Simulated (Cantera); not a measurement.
Input (Python, Cantera):

```python
import numpy as np
import cantera as ct

gas = ct.Solution("gri30.yaml")
gas.TPX = 648, 101325, {'CH4': 1, 'C2H6': 0.059, 'O2': 1.7, 'N2': 7.13}
flame = ct.FreeFlame(gas, width=0.04)
flame.set_refine_criteria(ratio=3, slope=0.08, curve=0.16)
flame.transport_model = "mixture-averaged"
flame.solve(loglevel=0, auto=True)
flame.transport_model = "multicomponent"
flame.soret_enabled = False
flame.solve(loglevel=0, refine_grid=True)
z, T = flame.grid, flame.T
thick = (T[-1] - T[0]) / np.gradient(T, z).max()
show = ['CH4', 'C2H6', 'O2', 'NO', 'O', 'H2O2']
print(f"laminar burning velocity  {flame.velocity[0] * 100:.3f} cm/s")
print(f"burnt temperature         {T[-1]:.1f} K")
print(f"thermal thickness         {thick * 1e3:.4f} mm")
print(f"grid points               {len(z)}")
z0 = z[flame.heat_release_rate.argmax()]
print(f"{'z/mm':>9s}{'T/K':>9s}{'u/(m/s)':>9s}" + "".join(f"{s:>11s}" for s in show))
rows = []
for k in (-3, -2, -1.5, -1, -0.5, -0.25, 0, 0.25, 0.5, 1, 2, 4, 8):
    zz = z0 + k * thick
    rows.append([k * thick, np.interp(zz, z, T), np.interp(zz, z, flame.velocity),
                 *(np.interp(zz, z, flame.X[gas.species_index(s)]) for s in show)])
    print(f"{rows[-1][0] * 1e3:9.3f}{rows[-1][1]:9.1f}{rows[-1][2]:9.3f}" + "".join(f"{x:11.3e}" for x in rows[-1][3:]))
```

Result:

```
laminar burning velocity  101.032 cm/s
burnt temperature         2209.2 K
thermal thickness         0.4007 mm
grid points               148
     z/mm      T/K  u/(m/s)        CH4       C2H6         O2         NO          O       H2O2
   -1.202    648.4    1.013  1.008e-01  5.952e-03  1.714e-01  1.653e-09  2.211e-13  2.141e-08
   -0.801    652.5    1.024  1.002e-01  5.927e-03  1.704e-01  1.901e-08  3.485e-11  2.366e-07
   -0.601    666.5    1.051  9.884e-02  5.890e-03  1.687e-01  9.110e-08  1.275e-09  1.031e-06
   -0.401    755.9    1.205  9.251e-02  5.731e-03  1.609e-01  7.603e-07  1.155e-07  5.520e-06
   -0.200   1166.1    1.899  6.370e-02  4.562e-03  1.234e-01  6.064e-06  1.021e-05  1.313e-05
   -0.100   1538.5    2.540  3.477e-02  2.171e-03  8.266e-02  1.327e-05  8.641e-05  5.226e-06
    0.000   1872.9    3.125  9.367e-03  1.762e-04  3.899e-02  2.597e-05  3.700e-04  1.280e-06
    0.100   2030.5    3.394  1.116e-03  2.211e-06  1.403e-02  4.533e-05  7.194e-04  2.545e-07
    0.200   2073.8    3.460  8.853e-05  1.646e-08  5.210e-03  6.334e-05  8.583e-04  1.023e-07
    0.401   2096.9    3.486  6.866e-07  1.555e-12  1.742e-03  8.107e-05  7.876e-04  7.381e-08
    0.801   2118.9    3.514  6.694e-10 -1.774e-18  1.086e-03  9.038e-05  6.017e-04  5.850e-08
    1.603   2145.4    3.552  1.210e-13 -6.778e-19  7.053e-04  9.481e-05  3.900e-04  4.264e-08
    3.206   2172.2    3.591  5.699e-14  2.583e-19  3.730e-04  9.831e-05  2.034e-04  2.667e-08
```

Computed with Cantera and GRI-Mech 3.0 (53 species, 325 reactions). Burning velocities carry a grid error of a few per cent, more on coarse grids.
